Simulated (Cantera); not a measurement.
Cantera run, input and output.

```python
import numpy as np
import cantera as ct

gas = ct.Solution("gri30.yaml")


def delay(T, t_max=10):
    gas.TPX = T, 500000, {'CH4': 1, 'C2H6': 0.18, 'C3H8': 0.25, 'O2': 2.42, 'N2': 9.12}
    reactor = ct.IdealGasReactor(gas, clone=False)
    net = ct.ReactorNet([reactor])
    net.rtol, net.atol = 1e-8, 1e-16
    while net.time < t_max:
        t_old, T_old = net.time, reactor.T
        net.step()
        if reactor.T > T + 400:  # ignition: a rise of 400 K
            return t_old + (T + 400 - T_old) / (reactor.T - T_old) * (net.time - t_old)
    return np.nan


taus = []
for T in [1250, 1300, 1350, 1400, 1450, 1500, 1550, 1600, 1650]:
    taus.append(delay(T))
    print(f"T0 = {T:6g} K   tau = {taus[-1]:.4e} s")
```

It prints:

```
T0 =   1250 K   tau = 6.1497e-04 s
T0 =   1300 K   tau = 3.2487e-04 s
T0 =   1350 K   tau = 1.7679e-04 s
T0 =   1400 K   tau = 1.0001e-04 s
T0 =   1450 K   tau = 5.9117e-05 s
T0 =   1500 K   tau = 3.6575e-05 s
T0 =   1550 K   tau = 2.3665e-05 s
T0 =   1600 K   tau = 1.5976e-05 s
T0 =   1650 K   tau = 1.1217e-05 s
```

Computed with Cantera and GRI-Mech 3.0 (53 species, 325 reactions). GRI-Mech 3.0 was tuned for natural gas; its chemistry of propane as a main component is partial and can be far from experiment.
